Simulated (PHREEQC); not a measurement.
## Acid rinse or clean: speciation

Dissolve 0.0033 mol HF, 6.2e-05 mol FeCl3 and 0.00013 mol KCl per kg of water at 25 °C. Closed to the air; pH follows from the charge balance.

Equilibrium calculation in PHREEQC: ion-association model, phreeqc.dat.

This is a speciation only: nothing precipitates in the calculation.

What pH, specific conductance, ionic strength does the model give?

pH 2.91; specific conductance 531 µS/cm; ionic strength 0.00145 mol/kgw.

In which forms is F present?

HF 61 %, F- 34 %, FeF3 3.5 %, FeF2+ 1.4 %, HF2- 0.5 % of the F.

Saturation is exceeded, for instance for Hematite (slow to form), Goethite (slow to form); the values hold only as long as no solid forms. Fluoro complexes past AlF4- and FeF3 are missing from the database.
